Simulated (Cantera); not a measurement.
A Cantera script and its output.

```python
import numpy as np
import cantera as ct

gas = ct.Solution("h2o2.yaml")
gas.TPX = 1200, 42000, {'H2': 2, 'O2': 1, 'N2': 5.6}
reactor = ct.IdealGasConstPressureReactor(gas, energy="off", clone=False)
net = ct.ReactorNet([reactor])
net.rtol, net.atol = 1e-08, 1e-18
show = ['H2', 'O2', 'H', 'OH', 'H2O2']
times = np.geomspace(2e-05, 3, 10)

steps = ct.SolutionArray(gas, extra=["t"])
rows = []
print(f"{'t/s':>10s}{'T/K':>9s}{'P/Pa':>11s}" + "".join(f"{s:>11s}" for s in show))
for t in times:
    while net.time < t:
        t_next = net.step()
        steps.append(gas.state, t=t_next)
    rows.append([np.interp(t, steps.t, y) for y in (steps.T, steps.P, *steps(*show).X.T)])
    print(f"{t:10.3e}{rows[-1][0]:9.1f}{rows[-1][1]:11.4g}" + "".join(f"{x:11.3e}" for x in rows[-1][2:]))
rate = np.gradient(steps.T, steps.t)
print("integrator steps:", len(steps.t))
if steps.T.max() > steps.T[0] + 200:
    print(f"time of steepest temperature rise: {steps.t[rate.argmax()]:.4e} s")
gas.TPX = 1200, 42000, {'H2': 2, 'O2': 1, 'N2': 5.6}
gas.equilibrate("TP")
print(f"equilibrium (TP): T = {gas.T:.1f} K  " + "  ".join(f"{s} {gas[s].X[0]:.3e}" for s in show))
```

Result:

```
       t/s      T/K       P/Pa         H2         O2          H         OH       H2O2
 2.000e-05   1200.0    4.2e+04  2.326e-01  1.163e-01  5.664e-08  3.776e-09  1.006e-10
 7.519e-05   1200.0    4.2e+04  2.324e-01  1.162e-01  6.525e-05  4.468e-06  2.231e-08
 2.827e-04   1200.0    4.2e+04  2.495e-02  1.743e-02  2.890e-02  2.513e-03  1.990e-06
 1.063e-03   1200.0    4.2e+04  9.447e-03  5.204e-03  3.401e-03  7.962e-04  1.408e-06
 3.995e-03   1200.0    4.2e+04  4.066e-03  2.073e-03  5.831e-04  3.124e-04  7.981e-07
 1.502e-02   1200.0    4.2e+04  1.888e-03  9.344e-04  1.211e-04  1.377e-04  3.568e-07
 5.646e-02   1200.0    4.2e+04  9.215e-04  4.503e-04  2.801e-05  6.464e-05  1.274e-07
 2.123e-01   1200.0    4.2e+04  4.654e-04  2.262e-04  6.945e-06  3.156e-05  3.934e-08
 7.980e-01   1200.0    4.2e+04  2.405e-04  1.167e-04  1.817e-06  1.592e-05  1.144e-08
 3.000e+00   1200.0    4.2e+04  1.262e-04  6.113e-05  4.981e-07  8.306e-06  3.329e-09
integrator steps: 2422
equilibrium (TP): T = 1200.0 K  H2 3.834e-06  O2 1.835e-06  H 6.002e-10  OH 3.290e-07  H2O2 5.535e-12
```

Model: the H2/O2 subset of GRI-Mech 3.0, which has no nitrogen chemistry, integrated in Cantera. The temperature is held fixed by assumption; the heat of reaction is taken as removed at once.
